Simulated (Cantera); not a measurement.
Input: 1 mol Si3N4, 0.013 mol CO2, 30 mol N2, 0.35 mol N2O, equilibrated at 24.0 Pa.

Cantera equilibrium calculation (NASA polynomials, part measured and part estimated; ideal gas, pure solids and liquids). Candidate condensed phases: C, Si, SiC, SiO2, Si2N2O, Si3N4; 34 gas species. The tables' values for SiN are old estimates; treat these amounts as uncertain. The numbers say what is thermodynamically allowed, not how fast it happens. All values below are at 1948 K.

Base state: N2 0.916, Si 0.0722, SiO 0.0104, Si2 0.000491, Si2N 0.000326, SiN 0.000317, CO 0.000274, Si2C 9.42e-5 (mole fractions); condensed: gas only.

**Question.** What changes in the equilibrium state with this change: N2O from 0.35 to 0.032 mol?

**Answer.** 
```
species    before     after
-------  --------  --------
N2          0.916     0.916
Si         0.0722    0.0809
SiO        0.0104   0.00157
Si2C      9.42e-5  0.000283
CO       0.000274   8.84e-5
Si3       8.06e-5  0.000113
Si2      0.000491  0.000616
Si2N     0.000326  0.000409
SiN      0.000317  0.000355
```
